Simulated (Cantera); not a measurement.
A freely propagating, adiabatic, planar premixed flame of H2 : O2 : N2 : H2O = 1 : 0.208 : 0.783 : 0.049 (molar parts), equivalence ratio 2.4, unburnt at 523 K and 1000000 Pa; mixture-averaged transport, grid criteria slope 0.08 and curve 0.16, no radiation.

Detailed kinetics in Cantera: the H2/O2 subset of GRI-Mech 3.0, which has no nitrogen chemistry. The hydrogen kinetics of GRI-Mech 3.0 are dated; newer H2 mechanisms differ, most at raised pressure. Burning velocities carry a grid error of a few per cent, more on coarse grids.

Q: Predict: laminar burning velocity; thermal thickness; peak x(H2O2); peak x(O); peak x(HO2).

A: 
```json
{
 "laminar_burning_velocity": "504 cm/s",
 "thermal_thickness": "0.0251 mm",
 "peak x(H2O2)": "0.000130",
 "peak x(O)": "0.000797",
 "peak x(HO2)": "0.00135"
}
```
